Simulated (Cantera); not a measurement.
Input (Python, Cantera) and output of one run.

```python
import numpy as np
import cantera as ct

gas_names = [...]  # 110 gases of nasa_gas.yaml made of C, H, O
cond_names = """
    C(gr) C6H6(L) C7H8(L) C8H18(L),n-octa H2O(s) H2O(L)
""".split()


# ... load() reads the species with a 1 bar reference pressure and builds the phases ...
atoms = {
    'CO': {'C': 1, 'O': 1},
    'H2O': {'H': 2, 'O': 1},
}
top_T = {'C(gr)': 4500}  # K; cautious upper limits of use, not melting points


# ... equilibrate(T, P, feed) seeds the gas with the atoms and calls Mixture.equilibrate('TP', solver="vcs", rtol=1e-11, max_steps=5000) ...
results = []
T = 2225  # K
P = 340  # Pa
for m in [0.21, 0.27, 0.36, 0.48, 0.63, 0.83, 1.1, 1.4, 1.9]:
    feed = {'CO': 1, 'H2O': m}  # mol
    mix = equilibrate(T, P, feed)
    results.append((T, P, feed, dict(zip(mix.species_names, mix.species_moles))))

top = {s: max(r[3][s] / sum(r[3][g] for g in gas_names) for r in results) for s in gas_names}
cols = sorted((s for s in top if top[s] > 1e-05), key=lambda s: -top[s])[:6]
seen = [c for c in cond_names if any(r[3].get(c, 0) > 1e-12 for r in results)]
print("log10 of partial pressures in bar; condensed amounts in mol")
print(f"{'n(H2O)':>10s}" + "".join(f"{s[:9]:>10s}" for s in cols + seen))
for T, P, feed, n in results:
    ng = sum(n[g] for g in gas_names)
    print(f"{feed['H2O']:10.4g}" + "".join(f"{np.log10(max(n[s] / ng * P / 1e5, 1e-99)):10.3f}" for s in cols)
          + "".join(f"{n.get(c, 0):10.4g}" for c in seen))
```

It prints:

```
log10 of partial pressures in bar; condensed amounts in mol
    n(H2O)        CO       H2O       CO2        H2         H        OH
      0.21    -2.617    -3.653    -3.469    -3.530    -3.954    -4.916
      0.27    -2.650    -3.516    -3.420    -3.475    -3.926    -4.806
      0.36    -2.695    -3.370    -3.374    -3.421    -3.899    -4.688
      0.48    -2.750    -3.239    -3.339    -3.379    -3.878    -4.577
      0.63    -2.811    -3.128    -3.318    -3.350    -3.864    -4.480
      0.83    -2.883    -3.028    -3.308    -3.332    -3.855    -4.389
       1.1    -2.968    -2.939    -3.312    -3.325    -3.851    -4.304
       1.4    -3.050    -2.873    -3.326    -3.326    -3.852    -4.238
       1.9    -3.164    -2.803    -3.358    -3.338    -3.858    -4.162
```

Equilibrium computed with Cantera from the NASA thermochemical tables; the gas is ideal and each condensed phase is pure.
